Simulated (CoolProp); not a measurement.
Vapour-liquid equilibrium of R22 (1) + cyclohexane (2) at 290 K; x and y are mole fractions of (1).

Values from CoolProp's multi-fluid Helmholtz-energy mixture model, Kamei 1995 and Zhou 2014; pair parameters Bell 2016.

```json
[
 {"x": "0.05", "bubble pressure (MPa)": "0.1105", "y at the bubble point": "0.920", "dew pressure at overall composition x (MPa)": "(withheld)", "liquid density (mol/L)": "9.469"},
 {"x": "0.2", "bubble pressure (MPa)": "0.3373", "y at the bubble point": "0.974", "dew pressure at overall composition x (MPa)": "0.01114", "liquid density (mol/L)": "10.05"},
 {"x": "0.35", "bubble pressure (MPa)": "0.4722", "y at the bubble point": "0.983", "dew pressure at overall composition x (MPa)": "(withheld)", "liquid density (mol/L)": "(withheld)"},
 {"x": "0.5", "bubble pressure (MPa)": "0.5541", "y at the bubble point": "0.986", "dew pressure at overall composition x (MPa)": "0.01782", "liquid density (mol/L)": "11.36"},
 {"x": "0.65", "bubble pressure (MPa)": "0.6171", "y at the bubble point": "0.989", "dew pressure at overall composition x (MPa)": "0.02547", "liquid density (mol/L)": "12.10"},
 {"x": "0.8", "bubble pressure (MPa)": "0.6877", "y at the bubble point": "0.992", "dew pressure at overall composition x (MPa)": "0.04455", "liquid density (mol/L)": "12.92"},
 {"x": "0.95", "bubble pressure (MPa)": "0.7883", "y at the bubble point": "0.997", "dew pressure at overall composition x (MPa)": "0.1771", "liquid density (mol/L)": "13.81"}
]
```

What belongs in the gaps?


- 0.05, dew pressure at overall composition x (MPa): 0.009374
- 0.35, dew pressure at overall composition x (MPa): 0.01371
- 0.35, liquid density (mol/L): 10.67

No azeotrope shows between x = 0.05 and 0.95.

The pair parameters rest on a limited set of measurements; away from them the model extrapolates. With so large a gap from Raoult's law the liquid may split in two, which this calculation doesn't test in full.
